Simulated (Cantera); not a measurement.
An adiabatic, constant-pressure homogeneous reactor starts with H₂ : O₂ : N₂ = 1 : 0.25 : 2.15 (molar parts), at 1273 K and 1.00 bar. Integrator tolerance rtol = 1e-08.

Computed with Cantera and GRI-Mech 3.0 (53 species, 325 reactions).

Problem. What does this change do: N2 2.15 to 0.81 parts?

Solution. 
| quantity | before | after |
|---|---|---|
| time of steepest temperature rise | 55.5 µs | 32.9 µs |
| temperature at 3.00 s | 2302 K | 2732 K |
| equilibrium temperature | 2302 K | 2732 K |
| x(H₂) at 3.00 s | 0.157 (gas-phase equilibrium 0.157) | 0.260 (gas-phase equilibrium 0.260) |
| x(O₂) at 3.00 s | 4.49e-6 (gas-phase equilibrium 4.49e-6) | 0.000279 (gas-phase equilibrium 0.000279) |
| x(N₂O) at 3.00 s | 3.51e-9 (gas-phase equilibrium 3.51e-9) | 3.78e-8 (gas-phase equilibrium 3.78e-8) |
| x(NO) at 3.00 s | 6.80e-5 (gas-phase equilibrium 6.80e-5) | 0.000908 (gas-phase equilibrium 0.000908) |
| x(H₂O₂) at 3.00 s | 1.48e-9 (gas-phase equilibrium 1.48e-9) | 4.82e-8 (gas-phase equilibrium 4.82e-8) |

Problem. What does this change do: initial temperature 1273 to 1425 K?

Solution. 
| quantity | before | after |
|---|---|---|
| time of steepest temperature rise | 55.5 µs | 29.3 µs |
| temperature at 3.00 s | 2302 K | 2419 K |
| equilibrium temperature | 2302 K | 2419 K |
| x(H₂) at 3.00 s | 0.157 (gas-phase equilibrium 0.157) | 0.155 (gas-phase equilibrium 0.155) |
| x(O₂) at 3.00 s | 4.49e-6 (gas-phase equilibrium 4.49e-6) | 1.61e-5 (gas-phase equilibrium 1.61e-5) |
| x(N₂O) at 3.00 s | 3.51e-9 (gas-phase equilibrium 3.51e-9) | 8.34e-9 (gas-phase equilibrium 8.34e-9) |
| x(NO) at 3.00 s | 6.80e-5 (gas-phase equilibrium 6.80e-5) | 0.000162 (gas-phase equilibrium 0.000162) |
| x(H₂O₂) at 3.00 s | 1.48e-9 (gas-phase equilibrium 1.48e-9) | 3.70e-9 (gas-phase equilibrium 3.70e-9) |
